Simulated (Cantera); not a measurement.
A perfectly stirred reactor is fed with NO : N2 = 1 : 12 (molar parts), at 0.839 atm; it is held at 2175 K, and followed from long to short residence time.

Detailed kinetics in Cantera: GRI-Mech 3.0 (53 species, 325 reactions).

Task: Predict: x(NO) at τ = 3.30 s; x(O2) at τ = 3.30 s; x(O) at τ = 3.30 s; x(NO2) at τ = 3.30 s; x(N2O) at τ = 3.30 s; x(NO) at τ = 15.0 ms; x(O2) at τ = 15.0 ms; x(O) at τ = 15.0 ms; x(NO2) at τ = 15.0 ms; x(N2O) at τ = 15.0 ms.

Result: 
```json
{
 "x(NO) at τ = 3.30 s": "0.0127",
 "x(O2) at τ = 3.30 s": "0.0319",
 "x(O) at τ = 3.30 s": "0.000450",
 "x(NO2) at τ = 3.30 s": "6.02e-6",
 "x(N2O) at τ = 3.30 s": "3.58e-7",
 "x(NO) at τ = 15.0 ms": "0.0757",
 "x(O2) at τ = 15.0 ms": "0.000566",
 "x(O) at τ = 15.0 ms": "0.000113",
 "x(NO2) at τ = 15.0 ms": "8.71e-6",
 "x(N2O) at τ = 15.0 ms": "3.05e-6"
}
```
